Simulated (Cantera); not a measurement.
A closed system holds: 1 mol SiH₄, 0.58 mol HCl, 130 mol H₂, at 3.60 mbar.

Cantera equilibrium calculation (NASA polynomials, part measured and part estimated; ideal gas, pure solids and liquids). Candidate condensed phases: Si; 19 gas species. Gases not in the tables: Si₂H₆ and higher silanes. Kinetics and transport are ignored.

Q: What share of the Si ends up in condensed phases as a function of T (K), at 1573, 1598, 1623, 1648, 1673, 1698, 1723, 1748, 1773?

A: 
```csv
T (K),Si condensed (%),as
1573,98.9,Si(s)
1598,98.7,Si(s)
1623,98.4,Si(s)
1648,97.9,Si(s)
1673,97.2,Si(s)
1698,96.2,Si(l)
1723,94.8,Si(l)
1748,92.9,Si(l)
1773,90.1,Si(l)
```
